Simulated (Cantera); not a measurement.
Charge: 1 mol MgO, 0.12 mol HCl, 0.52 mol N2, at 7.10 bar.

Equilibrium computed with Cantera from the NASA thermochemical tables; the gas is ideal and each condensed phase is pure. Candidate condensed phases: H2O, Mg, MgCl2, MgO, Mg(OH)2, NH4Cl; 38 gas species. Mutual solubility and eutectic melting of coexisting phases are not modelled. Rates play no part.

Question: Which condensed phases are stable at each of these points (T (K)): 1075, 1150, 1225, 1300, 1375, 1450, 1525, 1600?

Answer: 
```json
[
 {"T (K)": "1075", "condensed phases": "MgCl2(l) + MgO(s)", "Mg condensed (%)": "100.0"},
 {"T (K)": "1150", "condensed phases": "MgCl2(l) + MgO(s)", "Mg condensed (%)": "100.0"},
 {"T (K)": "1225", "condensed phases": "MgCl2(l) + MgO(s)", "Mg condensed (%)": "99.9"},
 {"T (K)": "1300", "condensed phases": "MgCl2(l) + MgO(s)", "Mg condensed (%)": "99.7"},
 {"T (K)": "1375", "condensed phases": "MgO(s)", "Mg condensed (%)": "99.5"},
 {"T (K)": "1450", "condensed phases": "MgO(s)", "Mg condensed (%)": "99.3"},
 {"T (K)": "1525", "condensed phases": "MgO(s)", "Mg condensed (%)": "99.2"},
 {"T (K)": "1600", "condensed phases": "MgO(s)", "Mg condensed (%)": "99.0"}
]
```

From 1075 K to 1300 K the condensed part is MgCl2(l) + MgO(s). From 1375 K to 1600 K the condensed part is MgO(s).
